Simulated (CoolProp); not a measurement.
Values from CoolProp's reference Helmholtz-energy equation of state, Schmidt 1985.

**Question.** For oxygen, give the phase and the conductivity (mW/(m K)) at 165.6 K and 0.324 MPa; 165.6 K and 1.56 MPa.

**Answer.** 
- 165.6 K and 0.324 MPa: gas; conductivity 15.4
- 165.6 K and 1.56 MPa: gas; conductivity 16.6

Thermal conductivity comes from a separate model (Lemmon 2004).
